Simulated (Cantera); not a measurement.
Charge: 1 mol HF, 1.3 mol H2, 0.028 mol O2, at 2302 °C and 0.100 bar.

Equilibrium computed with Cantera from the NASA thermochemical tables; the gas is ideal and each condensed phase is pure. Candidate condensed phases: H2O; 22 gas species. Rates play no part.

Base state: H2 0.483, HF 0.418, H 0.0761, H2O 0.0225, OH 0.000800, F 0.000166, O 8.20e-5 (mole fractions); condensed: gas only.

Problem. What changes in the equilibrium state with this change: HF replaced by HBr?

Solution. 
| species | before | after |
|---|---|---|
| H2 | 0.483 | 0.529 |
| Br | 0 | 0.216 |
| HBr | 0 | 0.154 |
| HF | 0.418 | 0 |
| H2O | 0.0225 | 0.0200 |
| H | 0.0761 | 0.0797 |
| F | 0.000166 | 0 |
| Br2 | 0 | 6.11e-5 |
| O | 8.20e-5 | 6.63e-5 |
| OH | 0.000800 | 0.000678 |
Further candidate phases: Br2.
